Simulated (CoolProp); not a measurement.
c-C4F8 (RC318) along the isotherm 500 K: density (kg/m³) from the reference equation and from simpler models built on Tc = 388.4 K, pc = 2.778 MPa, ω = 0.355; each cubic takes its own stable root.

Model: reference Helmholtz-energy equation of state, Platzer 1990, in CoolProp. This equation is an older, rougher fit; its heat capacities, sound speeds and derivatives of the liquid may be far off and weren't checked against measurements.

```
p (MPa)          phase  reference  ideal gas  van der Waals  Peng-Robinson
-------  -------------  ---------  ---------  -------------  -------------
0.0439             gas      2.117      2.112          2.118          2.117
0.0833             gas      4.024      4.008          4.027          4.027
0.158              gas      7.659      7.602          7.671          7.669
0.299              gas      14.59      14.39          14.64          14.63
0.567              gas      28.03      27.28          28.21          28.16
1.08               gas      54.74      51.97          55.50          55.20
2.04               gas      108.6      98.16          112.2          110.1
3.86     supercritical      226.2      185.7          248.7          229.6
7.33     supercritical      492.3      352.7          568.1          488.1
13.9     supercritical      839.3      668.8          791.3          851.0
```
